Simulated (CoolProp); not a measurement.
Properties of R142b along the isobar 1.26 MPa.

The numbers come from the reference Helmholtz-energy equation of state, Lemmon 2006 in CoolProp. It is a short technical equation, of lower accuracy than the large ones.

```
T (°C)  phase  cp (kJ/(kg K))  cv (kJ/(kg K))  isothermal compressibility (1/MPa)  expansivity (1/kK)  Prandtl number  fugacity coefficient
------  -----  --------------  --------------  ----------------------------------  ------------------  --------------  --------------------
99.35     gas           1.118          0.9245                              0.9897               5.030           0.841                0.8542
109.15    gas           1.104          0.9291                              0.9609               4.550           0.818                0.8665
118.85    gas           1.098          0.9358                              0.9389               4.181           0.800                0.8774
128.65    gas           1.095          0.9440                              0.9211               3.881           0.785                0.8872
138.35    gas           1.096          0.9530                              0.9067               3.635           0.773                0.8959
148.15    gas           1.099          0.9626                              0.8946               3.426           0.762                0.9038
157.85    gas           1.104          0.9726                              0.8844               3.248           0.752                0.9109
167.65    gas           1.110          0.9829                              0.8756               3.091           0.743                0.9174
177.35    gas           1.116          0.9932                              0.8680               2.954           0.736                0.9233
187.15    gas           1.123           1.004                              0.8614               2.831           0.728                0.9287
196.85    gas           1.131           1.014                              0.8555               2.721           0.722                0.9337
```

Viscosity comes from a separate model (Huber 2003), an estimate that may be off by 10 % or more. Thermal conductivity comes from a separate model (Huber 2003), an estimate that may be off by 10 % or more.
